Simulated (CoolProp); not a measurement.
Acetone along the isotherm 276.85 °C: Z from the reference equation and from simpler models built on Tc = 235.0 °C, pc = 46.92 bar, ω = 0.307; each cubic takes its own stable root.

Values from CoolProp's reference Helmholtz-energy equation of state, Lemmon 2006. It is a short technical equation, of lower accuracy than the large ones.

```tsv
p (bar)	phase	reference
14.7	gas	0.9032
29.3	gas	0.7992
44	gas	0.6827
58.7	supercritical	0.5477
73.3	supercritical	0.3925
88	supercritical	0.3250
103	supercritical	0.3315
117	supercritical	0.3514
```

**Question.** How far does each simpler model (Redlich-Kwong, Soave-Redlich-Kwong) lie from the reference over these 8 states: mean and median of the absolute difference, and the worst?

**Answer.** 
- Redlich-Kwong: mean 11.4 %, median 4.1 %, worst +28.2 % at 276.85 °C and 117 bar
- Soave-Redlich-Kwong: mean 18.8 %, median 15.7 %, worst +37.2 % at 276.85 °C and 103 bar
